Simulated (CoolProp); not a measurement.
Methanol along the isotherm 277.35 °C: density (kg/m³) from the reference equation and from simpler models built on Tc = 240.2 °C, pc = 82.16 bar, ω = 0.565; each cubic takes its own stable root.

Computed with CoolProp (reference Helmholtz-energy equation of state, de Reuck 1993).

```tsv
p (bar)	phase	reference
0.39	gas	0.2733
0.739	gas	0.5184
1.4	gas	0.9840
2.66	gas	1.877
5.03	gas	3.574
9.54	gas	6.874
18.1	gas	13.42
34.3	gas	27.10
65	gas	59.77
123	supercritical	200.0
```

How far does each simpler model (ideal gas, Redlich-Kwong, Soave-Redlich-Kwong) lie from the reference over these 10 states: mean and median of the absolute difference, and the worst?


- ideal gas: mean 10.4 %, median 2.2 %, worst -56.9 % at 277.35 °C and 123 bar
- Redlich-Kwong: mean 1.2 %, median 0.4 %, worst +6.8 % at 277.35 °C and 123 bar
- Soave-Redlich-Kwong: mean 1.7 %, median 0.1 %, worst -15.3 % at 277.35 °C and 123 bar
